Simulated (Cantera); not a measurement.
# Thermodynamics of silicon epitaxy and polysilicon growth, feed SiCl₄ + Cl₂ + H₂

Feed: 1 mol SiCl₄, 0.0038 mol Cl₂, 30 mol H₂, equilibrated at 1330 Pa.

These are equilibrium values from Cantera (NASA tables, ideal gas, pure condensed phases), not measurements of a reactor. Candidate condensed phases: Si; 19 gas species. The tables' values for SiCl₃ are old estimates; treat these amounts as uncertain. Equilibrium is a limit: real reactors are often held back by kinetics, nucleation or transport.

| T (°C) | x H₂ | x HCl | x SiCl₄ | x SiCl₂ | x SiHCl₃ | x SiCl₃ | n Si(s) |
|---|---|---|---|---|---|---|---|
| 752 | 0.944 | 0.0282 | 0.0192 | 0.00150 | 0.00553 | 0.00117 | 0.139 |
| 777 | 0.940 | 0.0334 | 0.0175 | 0.00222 | 0.00512 | 0.00147 | 0.171 |
| 802 | 0.935 | 0.0391 | 0.0157 | 0.00319 | 0.00466 | 0.00178 | 0.201 |
| 827 | 0.930 | 0.0450 | 0.0137 | 0.00444 | 0.00416 | 0.00209 | 0.231 |
| 852 | 0.925 | 0.0510 | 0.0115 | 0.00597 | 0.00363 | 0.00236 | 0.257 |
| 877 | 0.920 | 0.0569 | 0.00935 | 0.00774 | 0.00307 | 0.00257 | 0.278 |
| 902 | 0.915 | 0.0623 | 0.00729 | 0.00967 | 0.00253 | 0.00269 | 0.295 |
| 927 | 0.911 | 0.0670 | 0.00543 | 0.0116 | 0.00201 | 0.00269 | 0.306 |
| 952 | 0.907 | 0.0709 | 0.00388 | 0.0135 | 0.00155 | 0.00258 | 0.313 |
| 977 | 0.905 | 0.0740 | 0.00267 | 0.0152 | 0.00116 | 0.00238 | 0.315 |
| 1002 | 0.902 | 0.0762 | 0.00178 | 0.0167 | 0.000851 | 0.00214 | 0.315 |
x: gas mole fraction; n: condensed amount in mol.

From 752 °C to 1002 °C the condensed part is Si(s). The main Si-bearing gas is SiCl₄ at 752 °C and SiCl₂ at 1002 °C.
